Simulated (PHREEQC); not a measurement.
Solution (20 °C): 0.074 mol HF and 0.23 mol NaF per kg of water. Closed to the air; pH follows from the charge balance.

The numbers come from PHREEQC with the ion-association model, phreeqc.dat.

Each row changes one thing in this solution. No solid was allowed to form.

```
case                                        pH  ionic strength (mol/kgw)  Na+ (mol/kgw)  F- (mol/kgw)  HF (mol/kgw)  HF2- (mol/kgw)
----------------------------------------  ----  ------------------------  -------------  ------------  ------------  --------------
as made                                   3.60                     0.218          0.218         0.189        0.0437          0.0300
HF from 0.074 to 0.0814 mol/kgw           3.55                     0.219          0.218         0.186        0.0483          0.0327
HF left out                               8.28                     0.217          0.217         0.216       1.03e-6         8.16e-7
temperature from 20 to 30 °C              3.68                     0.219          0.218         0.187        0.0424          0.0313
diluted 5-fold with water                 3.59                    0.0455         0.0452        0.0435        0.0125         0.00200
HF replaced by NH4F at the same molality  6.73                     0.287          0.213         0.287       4.67e-5         4.87e-5
NaF from 0.23 to 0.023 mol/kgw            2.57                    0.0259         0.0228        0.0208        0.0659         0.00505
```

Complexes and solids missing from the database can't appear.
